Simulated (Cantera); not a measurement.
What does this Cantera script print?

```python
import numpy as np
import cantera as ct

gas_names = """
    H HNO HNO2 HNO3 HO2 H2 H2O H2O2 N NH NH2 NH3 NH2OH NO NO2 NO3 N2 N2H2 N2H4 N2O O OH O2 O3 Si SiH
    SiH2 SiH3 SiH4 SiN SiO SiO2 Si2 Si2N Si3
""".split()
cond_names = """
    H2O(s) H2O(L) Si(cr) Si(L) SiO2(Lqz) SiO2(hqz) SiO2(L) Si2N2O(s) Si3N4(a)
""".split()


# ... load() reads the species with a 1 bar reference pressure and builds the phases ...
atoms = {
    'Si3N4': {'Si': 3, 'N': 4},
    'H2O': {'H': 2, 'O': 1},
    'H2': {'H': 2},
}
top_T = {'Si2N2O(s)': 2100, 'Si3N4(a)': 2400}  # K; cautious upper limits of use, not melting points


# ... equilibrate(T, P, feed) seeds the gas with the atoms and calls Mixture.equilibrate('TP', solver="vcs", rtol=1e-11, max_steps=5000) ...
results = []
T = 1048.15  # K
P = 510  # Pa
for m in [0.0053, 0.011, 0.025, 0.053, 0.11, 0.25, 0.53, 1.2, 2.5]:
    feed = {'Si3N4': 1, 'H2O': m, 'H2': 65}  # mol
    mix = equilibrate(T, P, feed)
    results.append((T, P, feed, dict(zip(mix.species_names, mix.species_moles))))
    x = sorted(zip(gas.X, gas.species_names), reverse=True)
    print(f"T = {T:g} K  P = {P:g} Pa  n(H2O) = {m:g} mol  gas = {mix.phase_moles(0):.4g} mol")
    print("   x: " + "  ".join(f"{s} {v:.3e}" for v, s in x if v > 1e-05))
    print("   condensed (mol): " + ("  ".join(f"{mix.phase(i).name} {mix.phase_moles(i):.4g}"
          for i in range(1, mix.n_phases) if mix.phase_moles(i) > 1e-12) or "none"))
```

It prints:

```
T = 1048.15 K  P = 510 Pa  n(H2O) = 0.0053 mol  gas = 65.01 mol
   x: H2 1.000e+00  N2 2.717e-05
   condensed (mol): Si2N2O(s) 0.0053  Si3N4(a) 0.9965
T = 1048.15 K  P = 510 Pa  n(H2O) = 0.011 mol  gas = 65.01 mol
   x: H2 9.999e-01  N2 5.639e-05
   condensed (mol): Si2N2O(s) 0.011  Si3N4(a) 0.9927
T = 1048.15 K  P = 510 Pa  n(H2O) = 0.025 mol  gas = 65.03 mol
   x: H2 9.999e-01  N2 1.281e-04
   condensed (mol): Si2N2O(s) 0.025  Si3N4(a) 0.9833
T = 1048.15 K  P = 510 Pa  n(H2O) = 0.053 mol  gas = 65.07 mol
   x: H2 9.997e-01  N2 2.715e-04
   condensed (mol): Si2N2O(s) 0.053  Si3N4(a) 0.9647
T = 1048.15 K  P = 510 Pa  n(H2O) = 0.11 mol  gas = 65.15 mol
   x: H2 9.994e-01  N2 5.628e-04
   condensed (mol): Si2N2O(s) 0.11  Si3N4(a) 0.9267
T = 1048.15 K  P = 510 Pa  n(H2O) = 0.25 mol  gas = 65.33 mol
   x: H2 9.987e-01  N2 1.275e-03
   condensed (mol): Si2N2O(s) 0.25  Si3N4(a) 0.8333
T = 1048.15 K  P = 510 Pa  n(H2O) = 0.53 mol  gas = 65.71 mol
   x: H2 9.973e-01  N2 2.689e-03
   condensed (mol): Si2N2O(s) 0.53  Si3N4(a) 0.6467
T = 1048.15 K  P = 510 Pa  n(H2O) = 1.2 mol  gas = 66.6 mol
   x: H2 9.940e-01  N2 6.006e-03
   condensed (mol): Si2N2O(s) 1.2  Si3N4(a) 0.2
T = 1048.15 K  P = 510 Pa  n(H2O) = 2.5 mol  gas = 68.33 mol
   x: H2 9.878e-01  N2 1.219e-02
   condensed (mol): SiO2(hqz) 0.6663  Si2N2O(s) 1.167
```

Method: chemical equilibrium by Gibbs-energy minimisation in Cantera with the NASA 1993 tables (ideal gas, pure condensed phases). Mutual solubility and eutectic melting of coexisting phases are not modelled.
